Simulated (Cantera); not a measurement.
An isothermal, constant-pressure homogeneous reactor starts with N₂O = 1 (molar parts), at 1300 K and 150 Torr. Integrator tolerance rtol = 1e-08.

Detailed kinetics in Cantera: GRI-Mech 3.0 (53 species, 325 reactions). GRI-Mech 3.0 was tuned for natural gas; its chemistry of N2O as a main component is partial and can be far from experiment. The mechanism lacks the step 2 NO + O2 → 2 NO2, which can matter for NO2 below about 1400 K. The temperature is held fixed by assumption; the heat of reaction is taken as removed at once.

What does this change do: pressure from 150 Torr to 20.3 Torr?


```tsv
quantity	before	after
x(N₂O) at 6.00 s	0.0210 (gas-phase equilibrium 1.26e-8)	0.463 (gas-phase equilibrium 4.62e-9)
x(NO₂) at 6.00 s	0.000207 (gas-phase equilibrium 2.81e-6)	1.73e-5 (gas-phase equilibrium 1.03e-6)
x(O₂) at 6.00 s	0.282 (gas-phase equilibrium 0.333)	0.152 (gas-phase equilibrium 0.333)
x(N₂) at 6.00 s	0.608 (gas-phase equilibrium 0.666)	0.331 (gas-phase equilibrium 0.666)
x(NO) at 6.00 s	0.0886 (gas-phase equilibrium 0.000461)	0.0530 (gas-phase equilibrium 0.000461)
x(O) at 6.00 s	2.12e-6 (gas-phase equilibrium 2.30e-7)	7.56e-6 (gas-phase equilibrium 6.25e-7)
```
Radical loss at walls, strong at low pressure, is not modelled.

What does this change do: pressure from 150 Torr to 26.3 Torr?


```csv
quantity,before,after
x(N₂O) at 6.00 s,0.0210 (gas-phase equilibrium 1.26e-8),0.378 (gas-phase equilibrium 5.26e-9)
x(NO₂) at 6.00 s,0.000207 (gas-phase equilibrium 2.81e-6),2.55e-5 (gas-phase equilibrium 1.17e-6)
x(O₂) at 6.00 s,0.282 (gas-phase equilibrium 0.333),0.177 (gas-phase equilibrium 0.333)
x(N₂) at 6.00 s,0.608 (gas-phase equilibrium 0.666),0.384 (gas-phase equilibrium 0.666)
x(NO) at 6.00 s,0.0886 (gas-phase equilibrium 0.000461),0.0613 (gas-phase equilibrium 0.000461)
x(O) at 6.00 s,2.12e-6 (gas-phase equilibrium 2.30e-7),7.50e-6 (gas-phase equilibrium 5.49e-7)
```
Radical loss at walls, strong at low pressure, is not modelled.

What does this change do: pressure from 150 Torr to 1130 Torr?


```tsv
quantity	before	after
x(N₂O) at 6.00 s	0.0210 (gas-phase equilibrium 1.26e-8)	1.45e-6 (gas-phase equilibrium 3.44e-8)
x(NO₂) at 6.00 s	0.000207 (gas-phase equilibrium 2.81e-6)	0.00107 (gas-phase equilibrium 7.69e-6)
x(O₂) at 6.00 s	0.282 (gas-phase equilibrium 0.333)	0.298 (gas-phase equilibrium 0.333)
x(N₂) at 6.00 s	0.608 (gas-phase equilibrium 0.666)	0.632 (gas-phase equilibrium 0.666)
x(NO) at 6.00 s	0.0886 (gas-phase equilibrium 0.000461)	0.0681 (gas-phase equilibrium 0.000461)
x(O) at 6.00 s	2.12e-6 (gas-phase equilibrium 2.30e-7)	7.95e-8 (gas-phase equilibrium 8.39e-8)
```
